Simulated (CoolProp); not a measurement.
Vapour-liquid equilibrium of p-xylene (1) + n-nonane (2) at 0.0536 MPa; x and y are mole fractions of (1).

Computed with CoolProp (multi-fluid Helmholtz-energy mixture model, Zhou 2012 and Lemmon 2006; pair parameters Bell 2016).

Question: Give the bubble temperature and the first vapour's composition at x = 0.2, 0.5, 0.8. Is there an azeotrope?

Answer: x = 0.2: 398.2 K, y = 0.268; x = 0.5: 394.4 K, y = 0.586; x = 0.8: 391.2 K, y = 0.849. No azeotrope shows between x = 0.05 and 0.95.

Pair parameters are fitted to limited data, so mixtures are less certain than the pure fluids.
